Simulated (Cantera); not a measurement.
Charge: 1 mol SrCl2, 0.14 mol HCl, 180 mol H2, equilibrated at 0.0390 Torr.

These are equilibrium values from Cantera (NASA tables, ideal gas, pure condensed phases), not measurements of a reactor. Candidate condensed phases: Sr, SrCl2; 8 gas species. Kinetics and transport are ignored.

At 777 °C, list the 3 most abundant gas species with their mole fractions, and the condensed phases.

H2 0.999, HCl 0.000777, SrCl2 0.000256. Condensed: SrCl2(s).
